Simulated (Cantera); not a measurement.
A closed system holds: 1 mol AlCl3, 39 mol NH3, 8.1 mol H2, held at 100000 Pa.

Cantera equilibrium calculation (NASA polynomials, part measured and part estimated; ideal gas, pure solids and liquids). Candidate condensed phases: Al, AlCl3, AlN, NH4Cl; 20 gas species. Equilibrium is a limit: real reactors are often held back by kinetics, nucleation or transport.

Question: What share of the Al ends up in condensed phases as a function of T (K), at 1225, 1325, 1425, 1525, 1625, 1725, 1825, 1925, 2025?

Answer: 
```json
[
 {"T (K)": "1225", "Al condensed (%)": "88.3", "as": "AlN(s)"},
 {"T (K)": "1325", "Al condensed (%)": "87.4", "as": "AlN(s)"},
 {"T (K)": "1425", "Al condensed (%)": "86.3", "as": "AlN(s)"},
 {"T (K)": "1525", "Al condensed (%)": "84.5", "as": "AlN(s)"},
 {"T (K)": "1625", "Al condensed (%)": "79.9", "as": "AlN(s)"},
 {"T (K)": "1725", "Al condensed (%)": "66.6", "as": "AlN(s)"},
 {"T (K)": "1825", "Al condensed (%)": "32.9", "as": "AlN(s)"},
 {"T (K)": "1925", "Al condensed (%)": "0.0", "as": "-"},
 {"T (K)": "2025", "Al condensed (%)": "0.0", "as": "-"}
]
```
